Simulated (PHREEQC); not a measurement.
Consider water at 20 °C with 8.7 mmol/kgw HF, 0.83 mmol/kgw H2SiF6 and 0.23 mmol/kgw HNO3. Closed to the air; pH follows from the charge balance.

Computed with PHREEQC (ion-association model, wateq4f.dat).

Precipitation was switched off in this run.

### Question
Order these F species by the share of F that they hold, largest first: HF, SiF6-2, HF2-, F-, H2F2.

### Answer
HF (49 %), SiF6-2 (36 %), F- (12 %), H2F2 (2.1 %), HF2- (0.58 %)

The pH is 2.48 and the ionic strength 0.00436 mol/kgw. SiF6-2 is the database's only silicon fluoride.
